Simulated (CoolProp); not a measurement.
Octamethyltrisiloxane (MDM) at several states: Z from the reference equation and from simpler models built on Tc = 565.4 K, pc = 1438 kPa, ω = 0.528; each cubic takes its own stable root.

Values from CoolProp's reference Helmholtz-energy equation of state, Thol 2017.

```json
[
 {"T (K)": "324.9", "p (kPa)": "28.3", "phase": "liquid", "reference": "0.003144", "van der Waals": "0.9787", "Redlich-Kwong": "0.003702", "Soave-Redlich-Kwong": "0.003486", "Peng-Robinson": "0.003098"},
 {"T (K)": "531.2", "p (kPa)": "8490", "phase": "liquid", "reference": "0.7615", "van der Waals": "1.077", "Redlich-Kwong": "0.8193", "Soave-Redlich-Kwong": "0.8050", "Peng-Robinson": "0.7203"},
 {"T (K)": "566.2", "p (kPa)": "250", "phase": "gas", "reference": "0.9395", "van der Waals": "0.9462", "Redlich-Kwong": "0.9386", "Soave-Redlich-Kwong": "0.9387", "Peng-Robinson": "0.9322"},
 {"T (K)": "395.7", "p (kPa)": "923", "phase": "liquid", "reference": "0.09292", "van der Waals": "0.1577", "Redlich-Kwong": "0.1094", "Soave-Redlich-Kwong": "0.1015", "Peng-Robinson": "0.08993"},
 {"T (K)": "207.4", "p (kPa)": "12", "phase": "liquid", "reference": "0.001820", "van der Waals": "0.003247", "Redlich-Kwong": "0.002178", "Soave-Redlich-Kwong": "0.002117", "Peng-Robinson": "0.001892"}
]
```

At some of these states van der Waals gives the other phase, because its saturation line lies elsewhere.
